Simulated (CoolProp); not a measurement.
1,2-dichloroethane along the isotherm 117.65 °C: Z from the reference equation and from simpler models built on Tc = 288.4 °C, pc = 5.226 MPa, ω = 0.269; each cubic takes its own stable root.

Values from CoolProp's reference Helmholtz-energy equation of state, Thol 2015.

| p (MPa) | phase | reference |
|---|---|---|
| 0.784 | liquid | 0.02169 |
| 1.57 | liquid | 0.04337 |
| 2.35 | liquid | 0.06482 |
| 3.14 | liquid | 0.08648 |
| 3.92 | liquid | 0.1078 |
| 4.7 | liquid | 0.1291 |
| 5.49 | liquid | 0.1506 |
| 6.27 | liquid | 0.1717 |
| 7.06 | liquid | 0.1931 |
| 7.84 | liquid | 0.2142 |

Q: How far does each simpler model (van der Waals, Soave-Redlich-Kwong) lie from the reference over these 10 states: mean and median of the absolute difference, and the worst?

A: 
- van der Waals: mean 460.5 %, median 70.4 %, worst +3973.3 % at 117.65 °C and 0.784 MPa
- Soave-Redlich-Kwong: mean 14.1 %, median 14.1 %, worst +14.5 % at 117.65 °C and 0.784 MPa

At some of these states van der Waals gives the other phase, because its saturation line lies elsewhere.
